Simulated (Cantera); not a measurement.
Input: 1 mol MgO, 5.9 mol HF, held at 1327 °C.

Method: chemical equilibrium by Gibbs-energy minimisation in Cantera with the NASA 1993 tables (ideal gas, pure condensed phases). Candidate condensed phases: H2O, Mg, MgF2, MgO, Mg(OH)2; 31 gas species. Mutual solubility and eutectic melting of coexisting phases are not modelled. The numbers say what is thermodynamically allowed, not how fast it happens.

x: gas mole fraction; n: condensed amount in mol.

| P (Pa) | x HF | x H2O | x MgF2 | x H2 | x O2 | n MgO(s) | n MgF2(l) |
|---|---|---|---|---|---|---|---|
| 1 | 0.918 | 0.0368 | 0.0396 | 0.00223 | 0.00120 | 0.764 | 0 |
| 3.60 | 0.920 | 0.0374 | 0.0392 | … | … | 0.768 | 0 |
| 13 | 0.921 | 0.0378 | 0.0389 | … | … | 0.770 | 0 |
| 46 | 0.922 | 0.0380 | 0.0387 | 0.000666 | 0.000311 | 0.771 | 0 |
| 170 | 0.922 | 0.0381 | 0.0386 | 0.000435 | 0.000199 | 0.772 | 0 |
| 600 | 0.923 | 0.0382 | 0.0385 | 0.000287 | 0.000130 | 0.772 | 0 |
| 2200 | 0.884 | 0.102 | 0.0133 | 0.000359 | 0.000161 | 0.446 | 0.482 |
| 7700 | 0.793 | 0.203 | 0.00380 | 0.000374 | 0.000168 | 0 | 0.981 |
| 28000 | 0.795 | 0.204 | 0.00104 | 0.000244 | 0.000109 | 0 | 0.995 |
| 100000 | 0.796 | 0.204 | 0.000292 | 0.000160 | 7.15e-5 | 0 | 0.999 |

Task: What belongs in the gaps?

Result: 
- 3.60, x H2: 0.00151
- 3.60, x O2: 0.000752
- 13, x H2: 0.00100
- 13, x O2: 0.000480
